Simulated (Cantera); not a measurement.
## Thermodynamics of hydrogen reduction and annealing atmospheres, feed Fe3O4 + H2 + N2

Charge: 1 mol Fe3O4, 0.44 mol H2, 8.7 mol N2, held at 0.00133 bar.

Method: chemical equilibrium by Gibbs-energy minimisation in Cantera with the NASA 1993 tables (ideal gas, pure condensed phases). Candidate condensed phases: Fe, FeO, Fe(OH)2, Fe(OH)3, Fe2O3, Fe3O4, H2O; 27 gas species. Mutual solubility and eutectic melting of coexisting phases are not modelled. The tables' stoichiometric FeO is somewhat more stable than real wüstite, so its field is too wide. FeO: taken at fixed stoichiometry. Kinetics and transport are ignored.

```csv
T (K),log p N2,log p H2O,log p O2,log p Fe,log p FeO,log p O,log p OH,n FeO(l),n Fe3O4(s)
1750,-2.90,-4.21,-4.91,-7.21,-7.19,-6.58,-5.96,1.85,0.383
1775,-2.91,-4.21,-4.61,-7.10,-6.99,-6.32,-5.82,2.40,0.201
1800,-2.91,-4.22,-4.42,-6.93,-6.80,-6.12,-5.71,3.00,0
1825,-2.91,-4.22,-4.42,-6.68,-6.62,-6.02,-5.64,3.00,0
1850,-2.91,-4.22,-4.42,-6.43,-6.44,-5.93,-5.58,2.99,0
1875,-2.91,-4.23,-4.42,-6.19,-6.27,-5.83,-5.52,2.99,0
1900,-2.91,-4.23,-4.43,-5.96,-6.10,-5.74,-5.47,2.99,0
1925,-2.91,-4.24,-4.42,-5.74,-5.93,-5.65,-5.41,2.98,0
1950,-2.91,-4.24,-4.42,-5.52,-5.77,-5.56,-5.36,2.97,0
1975,-2.92,-4.25,-4.42,-5.31,-5.62,-5.47,-5.30,2.95,0
2000,-2.92,-4.26,-4.41,-5.10,-5.47,-5.38,-5.25,2.92,0
2025,-2.92,-4.27,-4.39,-4.91,-5.32,-5.29,-5.20,2.88,0
2050,-2.93,-4.29,-4.37,-4.72,-5.18,-5.19,-5.15,2.81,0
2075,-2.93,-4.31,-4.33,-4.55,-5.04,-5.10,-5.10,2.72,0
```
log p: log10 of the partial pressure in bar; n: condensed amount in mol.

From 1750 K to 1775 K the condensed part is FeO(l) + Fe3O4(s). From 1800 K to 2075 K the condensed part is FeO(l). The main Fe-bearing gas is FeO at 1750 K and Fe at 2075 K.
